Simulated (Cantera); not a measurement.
A closed system holds: 1 mol SiCl₄, 2.5 mol N₂O, 9.5 mol H₂, equilibrated at 2100 K and 750 Torr.

Equilibrium computed with Cantera from the NASA thermochemical tables; the gas is ideal and each condensed phase is pure. Candidate condensed phases: H₂O, NH₄Cl, Si, SiO₂, Si₂N₂O, Si₃N₄; 47 gas species. The tables hold silica as quartz up to 1696 K and as liquid above; real silica turns to tridymite and cristobalite and melts near 1996 K. Gases not in the tables: Si(OH)₄. Equilibrium is a limit: real reactors are often held back by kinetics, nucleation or transport.

Base state: H₂ 0.493, HCl 0.283, N₂ 0.178, H₂O 0.0395, SiO 0.00396, H 0.00219, Cl 0.000925, OH 2.09e-5 (mole fractions); condensed: SiO₂(l).

### Question
What changes in the equilibrium state with this change: SiCl₄ replaced by SiH₂Cl₂?

### Answer
```json
[
 {"species": "H₂", "before": "0.493", "after": "0.633"},
 {"species": "N₂", "before": "0.178", "after": "0.177"},
 {"species": "HCl", "before": "0.283", "after": "0.142"},
 {"species": "SiO", "before": "0.00396", "after": "0.00496"},
 {"species": "H₂O", "before": "0.0395", "after": "0.0404"},
 {"species": "Cl", "before": "0.000925", "after": "0.000408"},
 {"species": "H", "before": "0.00219", "after": "0.00248"},
 {"species": "OH", "before": "2.09e-5", "after": "1.89e-5"},
 {"species": "SiO₂(l), mol", "before": "0.944", "after": "0.930"}
]
```

### Question
What changes in the equilibrium state with this change: pressure from 750 Torr to 100 Torr?

### Answer
| species | before | after |
|---|---|---|
| H₂ | 0.493 | 0.466 |
| HCl | 0.283 | 0.276 |
| N₂ | 0.178 | 0.174 |
| SiO | 0.00396 | 0.0202 |
| H₂O | 0.0395 | 0.0549 |
| OH | 2.09e-5 | 8.18e-5 |
| Cl | 0.000925 | 0.00254 |
| H | 0.00219 | 0.00583 |
| SiO₂(l), mol | 0.944 | 0.710 |
